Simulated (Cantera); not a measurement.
Input: 1 mol SiC, 0.06 mol Si, 0.021 mol H2, at 1 atm.

Method: chemical equilibrium by Gibbs-energy minimisation in Cantera with the NASA 1993 tables (ideal gas, pure condensed phases). Candidate condensed phases: C, C6H6, C7H8, C8H18, Si, SiC; 87 gas species. Mutual solubility and eutectic melting of coexisting phases are not modelled. Gases not in the tables: Si2H6 and higher silanes. Equilibrium is a limit: real reactors are often held back by kinetics, nucleation or transport.

x: gas mole fraction; n: condensed amount in mol.

| T (K) | x H2 | x H | x Si | x SiH | x SiH2 | x Si2C | x C2H2 (acetylene) | n Si(s) | n SiC(s) | n Si(l) |
|---|---|---|---|---|---|---|---|---|---|---|
| 1673 | 1.000 | 0.000113 | 4.12e-7 | 7.02e-7 | 1.10e-5 | 2.11e-9 | 1.02e-8 | 0.0600 | 1.00 | 0 |
| 1773 | 1.000 | 0.000283 | 2.10e-6 | 2.61e-6 | 2.47e-5 | 1.93e-8 | 6.32e-8 | 0 | 1.00 | 0.0600 |
| 1873 | 0.999 | (withheld) | (withheld) | (withheld) | (withheld) | (withheld) | (withheld) | 0 | 1.00 | 0.0600 |
| 1973 | 0.998 | 0.00134 | 3.11e-5 | 2.27e-5 | 9.07e-5 | 7.60e-7 | 1.57e-6 | 0 | 1.000 | 0.0600 |
| 2073 | 0.997 | (withheld) | (withheld) | (withheld) | (withheld) | (withheld) | (withheld) | 0 | 1.000 | 0.0600 |
| 2173 | 0.994 | 0.00478 | 0.000279 | 0.000131 | 0.000261 | 1.49e-5 | 2.14e-5 | 0 | 1.000 | 0.0600 |
| 2273 | 0.990 | 0.00830 | 0.000722 | 0.000279 | 0.000411 | 5.39e-5 | 6.61e-5 | 0 | 1.000 | 0.0600 |
| 2373 | 0.983 | 0.0138 | 0.00172 | 0.000556 | 0.000620 | 0.000174 | 0.000185 | 0 | 1.000 | 0.0599 |
| 2473 | 0.971 | 0.0218 | 0.00382 | 0.00104 | 0.000900 | 0.000509 | 0.000473 | 0 | 1.000 | 0.0599 |

What belongs in the gaps?


- 1873, x H: 0.000641
- 1873, x Si: 8.70e-6
- 1873, x SiH: 8.16e-6
- 1873, x SiH2: 4.90e-5
- 1873, x Si2C: 1.34e-7
- 1873, x C2H2 (acetylene): 3.44e-7
- 2073, x H: 0.00261
- 2073, x Si: 9.84e-5
- 2073, x SiH: 5.69e-5
- 2073, x SiH2: 0.000158
- 2073, x Si2C: 3.63e-6
- 2073, x C2H2 (acetylene): 6.18e-6
